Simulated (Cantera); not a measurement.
A closed system holds: 1 mol Fe(CO)5, 7.7 mol H2, equilibrated at 973 K and 2.10 bar.

Equilibrium computed with Cantera from the NASA thermochemical tables; the gas is ideal and each condensed phase is pure. Candidate condensed phases: C, C6H6, C7H8, C8H18, Fe, Fe(CO)5, FeO, Fe(OH)2, Fe(OH)3, Fe2O3, Fe3O4, H2O; 114 gas species. The tables' stoichiometric FeO is somewhat more stable than real wüstite, so its field is too wide. FeO: taken at fixed stoichiometry. The numbers say what is thermodynamically allowed, not how fast it happens.

Task: What is the equilibrium state?

Result: 
| Property | Value |
|---|---|
| x(H2) | 0.549 |
| x(CO) | 0.177 |
| x(H2O) | 0.127 |
| x(CH4) | 0.0813 |
| x(CO2) | 0.0659 |
| x(C2H6) | 1.67e-6 |
| n(C(graphite)) | 2.02 mol |
| n(FeO(s)) | 1.00 mol |
| gas amount | 9.183 mol |
| log10 activity of Fe(α) (absent) | -0.14 |
| log10 activity of Fe(OH)2(s) (absent) | -5.34 |
| log10 activity of Fe(OH)3(s) (absent) | -10.65 |
